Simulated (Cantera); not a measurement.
Feed: 1 mol SiO2, 0.31 mol CH4, 2.1 mol N2, held at 0.0350 bar.

Method: chemical equilibrium by Gibbs-energy minimisation in Cantera with the NASA 1993 tables (ideal gas, pure condensed phases). Candidate condensed phases: C, C6H6, C7H8, C8H18, H2O, Si, SiC, SiO2, Si2N2O, Si3N4; 151 gas species. Mutual solubility and eutectic melting of coexisting phases are not modelled. The tables hold silica as quartz up to 1696 K and as liquid above; real silica turns to tridymite and cristobalite and melts near 1996 K. Kinetics and transport are ignored.

Problem. Which condensed phases are stable at each of these points (T (K)): 1550, 1650, 1750, 1850, 1950, 2050, 2150, 2250, 2350, 2450, 2550?

Solution. 
```tsv
T (K)	condensed phases	Si condensed (%)
1550	SiO2(β-quartz) + Si2N2O(s)	99.8
1650	SiO2(β-quartz) + Si2N2O(s)	97.5
1750	SiO2(condensed) + Si2N2O(s)	78.1
1850	SiO2(condensed)	68.9
1950	SiO2(condensed)	68.3
2050	SiO2(l)	66.1
2150	SiO2(l)	59.9
2250	SiO2(l)	47.9
2350	SiO2(l)	30.8
2450	SiO2(l)	7.2
2550	gas only	0.0
```

From 1550 K to 1650 K the condensed part is SiO2(β-quartz) + Si2N2O(s). At 1750 K the condensed part is SiO2(condensed) + Si2N2O(s). From 1850 K to 1950 K the condensed part is SiO2(condensed). From 2050 K to 2450 K the condensed part is SiO2(l). At 2550 K nothing is condensed.
